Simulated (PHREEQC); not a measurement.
0.55 g of hydrous ferric oxide (600 m²/g; 0.2 weak and 0.005 strong sites per Fe, Dzombak-Morel constants, diffuse double layer) in 1 kg of water with 0.001 mol/kgw of an inert sodium salt and 2.9e-06 mol Ag2SO4, at 25 °C; the pH is set by adding NaOH or the inert anion's acid. Oxygen alone is held at its pressure in air (log pO2 = -0.68). CO2 from the air is kept out. No solid was allowed to form.

Equilibrium calculation in PHREEQC: ion-association model, wateq4f.dat.

```tsv
pH	S sorbed (%)	Ag sorbed (%)	surface charge σ (C/m²)	surface potential ψ (mV)
4	100.0	0.4	0.123	208
4.38	100.0	0.9	0.090	195
4.75	100.0	2.3	0.065	179
5.5	99.8	11.8	0.032	144
5.88	98.9	24.0	0.021	125
6.25	95.2	41.9	0.014	105
6.62	80.2	?	0.009	85
7.38	12.6	89.8	0.003	42
7.75	2.7	95.3	0.002	21
8.12	0.5	97.9	0.000	-1
8.5	0.1	99.1	-0.002	?
9.25	0.0	99.8	-0.006	-66
9.62	0.0	99.9	-0.010	?
10	0.0	100.0	-0.016	-107
```

Task: What belongs in the gaps?

Result: 
- 6.62, Ag sorbed (%): 61.9
- 8.5, surface potential ψ (mV): -23
- 9.62, surface potential ψ (mV): -86

Species that the database lacks are ignored.
